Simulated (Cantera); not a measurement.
A Cantera script and its output.

```python
import numpy as np
import cantera as ct

gas = ct.Solution("gri30.yaml")
gas.TPX = 1175, 73000, {'CH4': 0.33, 'O2': 6.67, 'N2': 25.1}
reactor = ct.IdealGasConstPressureReactor(gas, energy="on", clone=False)
net = ct.ReactorNet([reactor])
net.rtol, net.atol = 1e-08, 1e-16
show = ['CH4', 'O2', 'CO', 'C2H4', 'CH3', 'CO2', 'H']
times = np.geomspace(5e-06, 0.3, 16)

steps = ct.SolutionArray(gas, extra=["t"])
rows = []
print(f"{'t/s':>10s}{'T/K':>9s}{'P/Pa':>11s}" + "".join(f"{s:>11s}" for s in show))
for t in times:
    while net.time < t:
        t_next = net.step()
        steps.append(gas.state, t=t_next)
    rows.append([np.interp(t, steps.t, y) for y in (steps.T, steps.P, *steps(*show).X.T)])
    print(f"{t:10.3e}{rows[-1][0]:9.1f}{rows[-1][1]:11.4g}" + "".join(f"{x:11.3e}" for x in rows[-1][2:]))
rate = np.gradient(steps.T, steps.t)
print("integrator steps:", len(steps.t))
if steps.T.max() > steps.T[0] + 200:
    print(f"time of steepest temperature rise: {steps.t[rate.argmax()]:.4e} s")
gas.TPX = 1175, 73000, {'CH4': 0.33, 'O2': 6.67, 'N2': 25.1}
gas.equilibrate("HP")
print(f"equilibrium (HP): T = {gas.T:.1f} K  " + "  ".join(f"{s} {gas[s].X[0]:.3e}" for s in show))
```

Output:

```
       t/s      T/K       P/Pa        CH4         O2         CO       C2H4        CH3        CO2          H
 5.000e-06   1175.0    7.3e+04  1.028e-02  2.078e-01  3.639e-18  2.700e-20  2.227e-10  1.306e-20  9.068e-13
 1.041e-05   1175.0    7.3e+04  1.028e-02  2.078e-01  3.418e-17  3.926e-19  4.646e-10  1.690e-19  1.149e-12
 2.168e-05   1175.0    7.3e+04  1.028e-02  2.078e-01  3.147e-16  4.990e-18  9.713e-10  1.835e-18  1.348e-12
 4.514e-05   1175.0    7.3e+04  1.028e-02  2.078e-01  2.871e-15  5.573e-17  2.037e-09  1.737e-17  1.701e-12
 9.400e-05   1175.0    7.3e+04  1.028e-02  2.078e-01  2.606e-14  5.683e-16  4.292e-09  1.559e-16  2.448e-12
 1.957e-04   1175.0    7.3e+04  1.028e-02  2.078e-01  2.401e-13  5.635e-15  9.141e-09  1.441e-15  4.058e-12
 4.076e-04   1175.0    7.3e+04  1.028e-02  2.078e-01  2.223e-12  5.577e-14  1.995e-08  1.389e-14  7.668e-12
 8.487e-04   1175.0    7.3e+04  1.028e-02  2.078e-01  2.148e-11  5.966e-13  4.599e-08  1.483e-13  1.648e-11
 1.767e-03   1175.0    7.3e+04  1.028e-02  2.078e-01  2.230e-10  7.556e-12  1.194e-07  1.898e-12  4.222e-11
 3.680e-03   1175.0    7.3e+04  1.028e-02  2.078e-01  2.853e-09  1.459e-10  4.013e-07  3.731e-11  1.515e-10
 7.663e-03   1175.0    7.3e+04  1.027e-02  2.078e-01  6.884e-08  7.015e-09  2.182e-06  1.853e-09  1.067e-09
 1.596e-02   1175.4    7.3e+04  1.020e-02  2.077e-01  4.035e-06  4.965e-07  8.607e-06  1.124e-07  9.162e-09
 3.323e-02   1406.0    7.3e+04  1.676e-18  1.872e-01  3.783e-04  2.502e-27 -2.569e-16  9.899e-03  5.123e-06
 6.919e-02   1411.3    7.3e+04  2.144e-17  1.872e-01  1.725e-06  6.117e-26  4.487e-18  1.028e-02  9.849e-09
 1.441e-01   1411.4    7.3e+04 -8.144e-19  1.872e-01  9.219e-08  2.112e-27 -1.691e-18  1.028e-02  1.708e-09
 3.000e-01   1411.4    7.3e+04 -1.294e-20  1.872e-01  3.443e-08  1.814e-29 -9.212e-22  1.028e-02  1.189e-09
integrator steps: 1797
time of steepest temperature rise: 2.9643e-02 s
equilibrium (HP): T = 1409.5 K  CH4 2.893e-34  O2 1.869e-01  CO 3.234e-08  C2H4 1.727e-53  CH3 2.212e-34  CO2 1.028e-02  H 1.117e-09
```

Detailed kinetics in Cantera: GRI-Mech 3.0 (53 species, 325 reactions).
